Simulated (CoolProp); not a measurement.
The fluid at 298.15 K and 2.17 MPa flows at 0.091 m/s in a round tube of 100 mm bore and 1.5 µm roughness, fully developed (64/Re and Nu = 3.66 if laminar; Colebrook and Gnielinski if turbulent). The same conditions are run with several fluids, on thermodynamics alone (safety and materials aside).

Values from CoolProp's reference Helmholtz-energy equation of state of each fluid (methanol: de Reuck 1993; ethanol: Schroeder 2014; R141b: Lemmon 2006; R245fa: Akasaka 2015; n-octane: Beckmüller 2019).

Q: Rank methanol, ethanol, R141b, R245fa, n-octane by Reynolds number, highest first.

A: R245fa (30100), R141b (27000), methanol (13000), n-octane (12200), ethanol (6530)

```
fluid     Darcy friction factor  pressure drop (Pa/m)  heat-transfer coefficient (W/(m² K))  mass flow (kg/h)
--------  ---------------------  --------------------  ------------------------------------  ----------------
methanol                 0.0288                 0.942                                   201              2030
ethanol                  0.0347                  1.13                                   116              2020
R141b                    0.0241                  1.24                                   156              3190
R245fa                   0.0235                  1.31                                   181              3460
n-octane                 0.0293                 0.851                                   132              1800
```

Transport values come from each fluid's own correlations; those of R141b, R245fa are estimates that may be off by 10 % or more.
